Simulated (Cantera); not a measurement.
An isothermal, constant-pressure homogeneous reactor starts with CH4 : H2O = 1 : 2.5 (molar parts), at 1473 K and 1400000 Pa. Integrator tolerance rtol = 1e-08.

Computed with Cantera and GRI-Mech 3.0 (53 species, 325 reactions). The pressure lies above the range GRI-Mech 3.0 was tuned for (to about 10 atm).

Question: What does this change do: temperature 1473 to 1225 K?

Answer: 
| quantity | before | after |
|---|---|---|
| x(CH4) at 40.0 s | 0.0677 (gas-phase equilibrium 0.000139) | 0.242 (gas-phase equilibrium 0.00538) |
| x(H2O) at 40.0 s | 0.346 (gas-phase equilibrium 0.246) | 0.696 (gas-phase equilibrium 0.241) |
| x(HCO) at 40.0 s | 6.00e-9 (gas-phase equilibrium 1.00e-8) | 1.07e-12 (gas-phase equilibrium 7.56e-10) |
| x(O) at 40.0 s | <1e-12 (gas-phase equilibrium <1e-12) | <1e-12 (gas-phase equilibrium <1e-12) |
| x(CH3) at 40.0 s | 6.93e-6 (gas-phase equilibrium 1.26e-8) | 1.70e-6 (gas-phase equilibrium 1.14e-8) |
| x(CH2CO) at 40.0 s | 2.74e-7 (gas-phase equilibrium 5.66e-10) | 2.35e-6 (gas-phase equilibrium 1.65e-9) |
| x(C2H4) at 40.0 s | 0.000464 (gas-phase equilibrium 1.20e-9) | 0.0140 (gas-phase equilibrium 4.96e-8) |

Question: What does this change do: H2O 2.5 to 1.9 parts?

Answer: 
| quantity | before | after |
|---|---|---|
| x(CH4) at 40.0 s | 0.0677 (gas-phase equilibrium 0.000139) | 0.0951 (gas-phase equilibrium 0.000331) |
| x(H2O) at 40.0 s | 0.346 (gas-phase equilibrium 0.246) | 0.288 (gas-phase equilibrium 0.165) |
| x(HCO) at 40.0 s | 6.00e-9 (gas-phase equilibrium 1.00e-8) | 6.86e-9 (gas-phase equilibrium 1.26e-8) |
| x(O) at 40.0 s | <1e-12 (gas-phase equilibrium <1e-12) | <1e-12 (gas-phase equilibrium <1e-12) |
| x(CH3) at 40.0 s | 6.93e-6 (gas-phase equilibrium 1.26e-8) | 9.51e-6 (gas-phase equilibrium 2.87e-8) |
| x(CH2CO) at 40.0 s | 2.74e-7 (gas-phase equilibrium 5.66e-10) | 4.09e-7 (gas-phase equilibrium 1.46e-9) |
| x(C2H4) at 40.0 s | 0.000464 (gas-phase equilibrium 1.20e-9) | 0.000832 (gas-phase equilibrium 5.64e-9) |
